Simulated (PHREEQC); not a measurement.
Model water analysis in mg/L, 25 °C, pH 2.12, pe 11.6:

| constituent | mg/L |
|---|---|
| Na | 365 |
| K | 2.87 |
| Ca | 409 |
| Mg | 74.2 |
| Cl | 335 |
| S(6) as SO4 | 2280 |
| Zn | 5.97 |
| Li | 0.195 |
| Cu(2) | 0.642 |

Valence states are taken as typed.

The numbers come from PHREEQC with the ion-association model, wateq4f.dat.

**Question.** The ionic strength comes out as 0.0641 mol/kgw. What activity coefficients do KSO4-, Ca+2, Na+, NaSO4-, CaHSO4+ get?

**Answer.** KSO4- 0.81, Ca+2 0.44, Na+ 0.81, NaSO4- 0.81, CaHSO4+ 0.81.

Precipitation was switched off in this run. Complexes and solids missing from the database can't appear.
